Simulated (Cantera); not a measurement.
## Adiabatic ignition

An adiabatic, constant-pressure homogeneous reactor starts with 4.78 % CH4, 1.43 % CO, 19.7 % O2, 74.1 % N2, at 1225 K and 10.9 atm.

Computed with Cantera and GRI-Mech 3.0 (53 species, 325 reactions).

```tsv
t (s)	T (K)	x CH4	x CO	x O2	x C2H4	x CH3	x C2H6	x CO2
1.00e-6	1225	0.0478	0.0143	0.197	<1e-12	1.14e-8	<1e-12	2.39e-9
3.03e-6	1225	0.0478	0.0143	0.197	<1e-12	3.69e-8	1.20e-12	7.64e-9
9.20e-6	1225	0.0478	0.0143	0.197	<1e-12	1.20e-7	3.82e-11	2.65e-8
2.79e-5	1225	0.0478	0.0143	0.197	2.80e-11	4.21e-7	1.35e-9	1.07e-7
8.47e-5	1225	0.0478	0.0143	0.197	1.36e-9	1.74e-6	6.38e-8	5.28e-7
0.000257	1225	0.0478	0.0143	0.197	6.22e-8	5.78e-6	2.74e-6	3.07e-6
0.000779	1226	0.0476	0.0143	0.197	9.84e-7	9.08e-6	3.04e-5	1.96e-5
0.00236	1244	0.0452	0.0146	0.195	6.93e-5	3.31e-5	0.000403	0.000291
0.00717	2308	<1e-12	0.000748	0.0937	<1e-12	<1e-12	<1e-12	0.0617
0.0217	2300	<1e-12	0.000719	0.0918	<1e-12	<1e-12	<1e-12	0.0617
0.0659	2293	<1e-12	0.000692	0.0900	<1e-12	<1e-12	<1e-12	0.0618
0.200	2291	<1e-12	0.000688	0.0897	<1e-12	<1e-12	<1e-12	0.0618
```
x: mole fraction; the columns are a selection and need not sum to one.

The time of steepest temperature rise is 2.79 ms. The temperature at 0.200 s comes out as 2291 K and the equilibrium temperature is 2291 K. The x(CH4) at 0.200 s is <1e-12 (gas-phase equilibrium <1e-12) and the x(CO) at 0.200 s comes out as 0.000688 (gas-phase equilibrium 0.000688). The x(O2) at 0.200 s comes out as 0.0897 (gas-phase equilibrium 0.0897).
